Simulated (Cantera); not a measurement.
# Thermodynamics of carbon deposition, reforming and gasification, feed C2H5OH + H2 + N2

Charge: 1 mol C2H5OH, 33 mol H2, 8.7 mol N2, held at 7900000 Pa.

Equilibrium computed with Cantera from the NASA thermochemical tables; the gas is ideal and each condensed phase is pure. Candidate condensed phases: C, C6H6, C7H8, C8H18, H2O; 136 gas species. The ideal-gas law is rough above about 30 bar. Equilibrium is a limit: real reactors are often held back by kinetics, nucleation or transport.

From 698 K to 2048 K nothing is condensed. The main C-bearing gas is CH4 at 698 K and CO at 2048 K.

```csv
T (K),x H2,x N2,x NH3,x CH4,x H2O,x CO
698,0.613,0.160,0.146,0.0537,0.0268,2.47e-10
848,0.697,0.192,0.0381,0.0486,0.0243,1.19e-7
998,0.716,0.200,0.0126,0.0474,0.0237,1.23e-5
1148,0.722,0.202,0.00537,0.0466,0.0231,0.000400
1298,0.731,0.201,0.00277,0.0421,0.0188,0.00438
1448,0.746,0.198,0.00165,0.0320,0.00921,0.0135
1598,0.756,0.195,0.00108,0.0252,0.00302,0.0195
1748,0.760,0.194,0.000752,0.0221,0.000908,0.0215
1898,0.762,0.192,0.000555,0.0191,0.000323,0.0220
2048,0.766,0.190,0.000429,0.0146,0.000154,0.0221
```
x: gas mole fraction; nothing condenses.
